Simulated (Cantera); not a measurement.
**Thermodynamics of silicon etching in halogen gases, feed Si + HCl + H2**

Input: 1 mol Si, 4.4 mol HCl, 0.89 mol H2, held at 950 K and 100000 Pa.

Equilibrium computed with Cantera from the NASA thermochemical tables; the gas is ideal and each condensed phase is pure. Candidate condensed phases: Si; 19 gas species. The tables' values for SiCl3 are old estimates; treat these amounts as uncertain. Kinetics and transport are ignored.

```yaml
x(H2): 0.667
x(SiCl4): 0.226
x(HCl): 0.100
x(SiHCl3): 0.00690
x(SiCl3): 7.46e-5
x(SiH2Cl2): 2.13e-5
gas_amount: 4.290 mol
log10 activity of Si(s) (absent): -4.45
```
